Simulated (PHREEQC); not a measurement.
0.54 g of hydrous ferric oxide (600 m²/g; 0.2 weak and 0.005 strong sites per Fe, Dzombak-Morel constants, diffuse double layer) in 1 kg of water with 0.05 mol/kgw of an inert sodium salt and 3.4e-06 mol SrCl2 and 0.0027 mol ZnCl2, at 25 °C; the pH is set by adding NaOH or the inert anion's acid. O2 is buffered at 0.21 atm. CO2 from the air is kept out. Nothing may precipitate in this run.

The series has 13 steps of pH, from 3 to 11.

The numbers come from PHREEQC with the ion-association model, wateq4f.dat.

Q: At which pH does the surface charge pass through zero?

A: Near pH 10.6.

Along this series the solution becomes supersaturated in solids that the run did not let form, among them Zn(OH)2-e, Zn5(OH)8Cl2. The oxide is taken as insoluble; below pH 4 it would dissolve.
